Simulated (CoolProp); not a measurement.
Vapour-liquid equilibrium of carbon dioxide (1) + ethane (2) at 10.2 bar; x and y are mole fractions of (1).

Computed with CoolProp (multi-fluid Helmholtz-energy mixture model, Span 1996 and Bücker 2006; pair parameters Kunz 2012).

Task: Give the bubble temperature and the first vapour's composition at x = 0.65, 0.8, 0.95. Is there an azeotrope?

Result: x = 0.65: 227.3 K, y = 0.638; x = 0.8: 227.9 K, y = 0.712; x = 0.95: 231.0 K, y = 0.880. y crosses x between x = 0.5 and 0.65: the model has an azeotrope there.

Pair parameters are fitted to limited data, so mixtures are less certain than the pure fluids.
